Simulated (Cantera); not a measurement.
A diamond (100) surface in a fixed gas of H2 with x(CH4) = 0.0062, x(H) = 0.033, at 1223 K, 16.5 Torr; coverages are run to steady state.

Cantera simulation using the Harris–Goodwin 1993 mechanism for the reconstructed diamond (100) surface; the numbers are that mechanism's predictions, not measurements.

θ: site fractions in the mechanism's names (c6HH fully hydrogenated, c6H* and c6*H radical sites, c6** diradical, c6HM methylated).

```csv
x(CH3),growth (µm/h),θ c6HH,θ c6H*,θ c6*H,θ c6**,θ c6HM
1e-06,0.0120,0.423,0.0411,0.502,0.0345,3.08e-6
2.7e-06,(withheld),0.423,0.0411,0.502,0.0345,(withheld)
7.4e-06,0.0887,0.422,0.0411,0.502,0.0345,2.28e-5
2e-05,(withheld),0.422,0.0411,0.502,0.0345,(withheld)
5.5e-05,0.659,0.422,0.0411,0.502,0.0344,0.000170
0.00015,1.80,0.422,0.0411,0.501,0.0344,0.000462
0.0004,4.78,0.422,0.0410,0.501,0.0343,0.00123
0.0011,13.0,0.420,0.0409,0.499,0.0340,0.00336
0.003,35.0,0.417,0.0405,0.494,0.0332,0.00902
```

Q: Some entries are withheld; supply them.

A: 
- 2.7e-06, growth (µm/h): 0.0324
- 2.7e-06, θ c6HM: 8.33e-6
- 2e-05, growth (µm/h): 0.240
- 2e-05, θ c6HM: 6.17e-5
